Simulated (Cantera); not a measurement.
Thermodynamics of iron carbonyl, mercury and lead vapours, feed Pb + H2 + N2

Charge: 1 mol Pb, 0.14 mol H2, 0.24 mol N2, equilibrated at 0.150 Torr.

Cantera equilibrium calculation (NASA polynomials, part measured and part estimated; ideal gas, pure solids and liquids). Candidate condensed phases: Pb; 11 gas species. Rates play no part.

```tsv
T (K)	log p Pb	log p N2	log p H2	log p Pb2	log p H	log p NH3	n Pb(l)
825	-6.84	-3.90	-4.13	-13.73	-13.17	-10.78	1.000
850	-6.50	-3.90	-4.13	-13.15	-12.76	-10.88	0.999
875	-6.17	-3.90	-4.13	-12.61	-12.37	-10.98	0.999
900	-5.86	-3.90	-4.14	-12.09	-12.00	-11.07	0.997
925	-5.57	-3.90	-4.14	-11.60	-11.65	-11.16	0.995
950	-5.30	-3.91	-4.14	-11.14	-11.33	-11.25	0.990
975	-5.04	-3.92	-4.15	-10.71	-11.02	-11.35	0.982
1000	-4.79	-3.94	-4.17	-10.29	-10.73	-11.46	0.967
1025	-4.56	-3.96	-4.20	-9.90	-10.46	-11.58	0.939
1050	-4.33	-4.01	-4.25	-9.53	-10.21	-11.75	0.885
1075	-4.12	-4.11	-4.34	-9.17	-10.00	-12.00	0.767
1100	-3.92	-4.30	-4.54	-8.83	-9.86	-12.45	0.416
1125	-3.84	-4.46	-4.69	-8.74	-9.70	-12.83	0
```
log p: log10 of the partial pressure in bar; n: condensed amount in mol.

From 825 K to 1100 K the condensed part is Pb(l). At 1125 K nothing is condensed. The main Pb-bearing gas is Pb throughout. The share of Pb in condensed phases is highest at 825 K (100.0 %) and lowest at 1125 K (0.0 %).
